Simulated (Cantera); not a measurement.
# Pyrogenic steam for wet oxidation

An isothermal, constant-pressure homogeneous reactor starts with H2 : O2 : N2 = 0.46 : 1 : 8.8 (molar parts), at 1250 K and 0.820 bar.

Computed with Cantera and GRI-Mech 3.0 (53 species, 325 reactions). The temperature is held fixed by assumption; the heat of reaction is taken as removed at once.

```tsv
t (s)	x H2	x O2	x N2O	x HO2	x OH	x H2O2	x H2O
0.000100	0.0282	0.0890	8.70e-9	2.73e-5	0.00175	1.82e-6	0.0125
0.000230	0.00108	0.0762	1.36e-7	2.31e-5	0.00106	2.16e-6	0.0436
0.000528	0.000158	0.0766	1.91e-7	9.90e-6	0.000325	8.81e-7	0.0455
0.00121	2.70e-5	0.0767	2.12e-7	2.78e-6	0.000132	2.94e-7	0.0458
0.00279	4.91e-6	0.0767	2.21e-7	7.26e-7	6.34e-5	9.88e-8	0.0458
0.00642	1.01e-6	0.0768	2.25e-7	2.13e-7	3.40e-5	3.51e-8	0.0458
0.0147	2.69e-7	0.0768	2.28e-7	7.22e-8	1.97e-5	1.33e-8	0.0459
0.0339	8.98e-8	0.0768	2.28e-7	2.81e-8	1.21e-5	5.38e-9	0.0459
0.0779	3.46e-8	0.0768	2.23e-7	1.30e-8	7.70e-6	2.29e-9	0.0459
0.179	1.52e-8	0.0768	2.10e-7	8.07e-9	5.14e-6	1.05e-9	0.0459
0.412	8.38e-9	0.0768	1.80e-7	6.96e-9	3.76e-6	5.79e-10	0.0459
0.946	6.62e-9	0.0768	1.25e-7	6.92e-9	3.28e-6	4.46e-10	0.0459
2.18	6.40e-9	0.0768	5.74e-8	6.93e-9	3.21e-6	4.28e-10	0.0459
5.00	6.35e-9	0.0768	1.74e-8	6.93e-9	3.19e-6	4.24e-10	0.0459
```
x: mole fraction; the columns are a selection and need not sum to one.

Equilibrium at this temperature and pressure: H2 6.35e-9, O2 0.0767, N2O 1.18e-8, HO2 6.92e-9, OH 3.19e-6, H2O2 4.24e-10, H2O 0.0459 (gas phase only).
